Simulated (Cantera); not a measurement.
Cantera run:

```python
import numpy as np
import cantera as ct

gas_names = """
    F FO FO2 F2 F2O H HF HOF HO2 H2 H2F2 H2O H2O2 H3F3 H4F4 H5F5 H6F6 H7F7 O OH O2 O3 Si SiF SiF2 SiF3
    SiF4 SiH SiHF3 SiH2 SiH2F2 SiH3 SiH3F SiH4 SiO SiO2 Si2 Si3
""".split()
cond_names = """
    H2O(s) H2O(L) Si(cr) Si(L) SiO2(Lqz) SiO2(hqz) SiO2(L)
""".split()


# ... load() reads the species with a 1 bar reference pressure and builds the phases ...
atoms = {
    'SiF4': {'Si': 1, 'F': 4},
    'O3': {'O': 3},
    'H2': {'H': 2},
}
top_T = {}  # K; cautious upper limits of use, not melting points


# ... equilibrate(T, P, feed) seeds the gas with the atoms and calls Mixture.equilibrate('TP', solver="vcs", rtol=1e-11, max_steps=5000) ...
results = []
T = 1048  # K
P = 3500  # Pa
for m in [0.079, 0.22, 0.36, 0.5, 0.64, 0.78, 0.92, 1.1, 1.2]:
    feed = {'SiF4': 1, 'O3': m, 'H2': 0.48}  # mol
    mix = equilibrate(T, P, feed)
    results.append((T, P, feed, dict(zip(mix.species_names, mix.species_moles))))
    x = sorted(zip(gas.X, gas.species_names), reverse=True)
    print(f"T = {T:g} K  P = {P:g} Pa  n(O3) = {m:g} mol  gas = {mix.phase_moles(0):.4g} mol")
    print("   x: " + "  ".join(f"{s} {v:.3e}" for v, s in x if v > 1e-05))
    print("   condensed (mol): " + ("  ".join(f"{mix.phase(i).name} {mix.phase_moles(i):.4g}"
          for i in range(1, mix.n_phases) if mix.phase_moles(i) > 1e-12) or "none"))
```

It prints:

```
T = 1048 K  P = 3500 Pa  n(O3) = 0.079 mol  gas = 1.579 mol
   x: SiF4 5.706e-01  HF 2.508e-01  H2 1.539e-01  H2O 2.472e-02
   condensed (mol): SiO2(hqz) 0.09899
T = 1048 K  P = 3500 Pa  n(O3) = 0.22 mol  gas = 1.748 mol
   x: SiF4 4.706e-01  HF 4.064e-01  H2O 7.148e-02  O2 5.150e-02
   condensed (mol): SiO2(hqz) 0.1775
T = 1048 K  P = 3500 Pa  n(O3) = 0.36 mol  gas = 1.96 mol
   x: SiF4 4.187e-01  HF 3.666e-01  O2 1.531e-01  H2O 6.166e-02
   condensed (mol): SiO2(hqz) 0.1796
T = 1048 K  P = 3500 Pa  n(O3) = 0.5 mol  gas = 2.171 mol
   x: SiF4 3.770e-01  HF 3.341e-01  O2 2.349e-01  H2O 5.399e-02
   condensed (mol): SiO2(hqz) 0.1814
T = 1048 K  P = 3500 Pa  n(O3) = 0.64 mol  gas = 2.383 mol
   x: SiF4 3.428e-01  HF 3.072e-01  O2 3.021e-01  H2O 4.784e-02
   condensed (mol): SiO2(hqz) 0.183
T = 1048 K  P = 3500 Pa  n(O3) = 0.78 mol  gas = 2.594 mol
   x: O2 3.585e-01  SiF4 3.143e-01  HF 2.844e-01  H2O 4.282e-02
   condensed (mol): SiO2(hqz) 0.1844
T = 1048 K  P = 3500 Pa  n(O3) = 0.92 mol  gas = 2.806 mol
   x: O2 4.063e-01  SiF4 2.902e-01  HF 2.648e-01  H2O 3.866e-02
   condensed (mol): SiO2(hqz) 0.1858
T = 1048 K  P = 3500 Pa  n(O3) = 1.1 mol  gas = 3.077 mol
   x: O2 4.582e-01  SiF4 2.641e-01  HF 2.435e-01  H2O 3.425e-02
   condensed (mol): SiO2(hqz) 0.1873
T = 1048 K  P = 3500 Pa  n(O3) = 1.2 mol  gas = 3.228 mol
   x: O2 4.833e-01  SiF4 2.515e-01  HF 2.331e-01  H2O 3.216e-02
   condensed (mol): SiO2(hqz) 0.1881
```

These are equilibrium values from Cantera (NASA tables, ideal gas, pure condensed phases), not measurements of a reactor.
